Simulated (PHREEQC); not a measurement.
Consider water at 70 °C with 0.21 mol/kgw CdSO4, 0.00033 mol/kgw H3BO3 and 0.095 mol/kgw FeSO4. Closed to the air; pH follows from the charge balance.

Model: ion-association model, phreeqc.dat, run in PHREEQC.

The pH is 5.33, the ionic strength is 0.490 mol/kgw and the activity of water is 0.994. The density is 1.034 g/cm³.

```csv
species,molality,activity,log γ
CdSO4,0.0882,0.0987,0.049
SO4-2,0.0761,0.0139,-0.737
Cd+2,0.0754,0.0193,-0.591
FeSO4,0.0479,0.0537,0.049
Fe+2,0.0471,0.0106,-0.648
Cd(SO4)2-2,0.0464,0.0119,-0.591
H3BO3,0.000330,0.000369,0.049
HSO4-,2.73e-5,1.94e-5,-0.148
FeOH+,2.01e-5,1.33e-5,-0.179
CdOH+,8.80e-6,6.27e-6,-0.148
Cd2OH+3,7.79e-6,3.65e-7,-1.330
H+,6.18e-6,4.63e-6,-0.125
FeHSO4+,3.47e-6,2.47e-6,-0.148
H2BO3-,1.32e-7,9.36e-8,-0.148
```

No solid was allowed to form. Species that the database lacks are ignored. At this temperature some constants are extrapolated from 25 °C, and those without enthalpy data are left unchanged.
